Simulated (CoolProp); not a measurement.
Aqueous ammonia as a coolant, at -2 °C, 1 atm.

Model: Melinder's fits for secondary coolants, in CoolProp.

```csv
mass %,freezing point (°C),cp (kJ/(kg K)),viscosity (mPa s),density (kg/m³),conductivity (W/(m K))
6.1,-7.6,4.218,[?],976.3,0.515
9.9,-13.4,4.221,2.12,963.2,0.494
13.8,[?],4.226,2.23,950.7,0.472
17.7,-29.8,4.231,2.36,939.0,0.451
21.6,-41.8,4.236,[?],927.9,[?]
25.4,-57.4,4.243,2.38,917.5,0.422
```

Question: What belongs in the gaps?

Answer: 
- 6.1, viscosity (mPa s): 2.09
- 13.8, freezing point (°C): -20.7
- 21.6, viscosity (mPa s): 2.41
- 21.6, conductivity (W/(m K)): 0.435
